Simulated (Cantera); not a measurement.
Charge: 1 mol SiH4, 1.2 mol NH3, at 18.0 mbar.

Equilibrium computed with Cantera from the NASA thermochemical tables; the gas is ideal and each condensed phase is pure. Candidate condensed phases: Si, Si3N4; 18 gas species. Gases not in the tables: Si2H6 and higher silanes. The numbers say what is thermodynamically allowed, not how fast it happens. All values below are at 1800 K.

Base state: H2 0.861, N2 0.136, H 0.00248, Si 0.000176, SiH2 2.58e-5, SiH 2.51e-5 (mole fractions); condensed: Si(l).

What changes in the equilibrium state with this change: pressure from 18.0 mbar to 79.0 Pa?


```tsv
species	before	after
H2	0.861	0.849
N2	0.136	0.135
H	0.00248	0.0117
Si	0.000176	0.00402
Si2	1.07e-6	2.43e-5
Si2N	6.22e-6	2.96e-5
Si(l), mol	0.999	0.981
```
The tables' values for SiN are old estimates; treat these amounts as uncertain.

What changes in the equilibrium state with this change: NH3 from 1.2 to 0.1 mol?


```json
[
 {"species": "H2", "before": "0.861", "after": "0.974"},
 {"species": "N2", "before": "0.136", "after": "0.0227"},
 {"species": "H", "before": "0.00248", "after": "0.00263"},
 {"species": "Si", "before": "0.000176", "after": "0.000176"},
 {"species": "SiH2", "before": "2.58e-5", "after": "2.92e-5"},
 {"species": "SiH", "before": "2.51e-5", "after": "2.67e-5"},
 {"species": "Si(l), mol", "before": "0.999", "after": "0.999"}
]
```
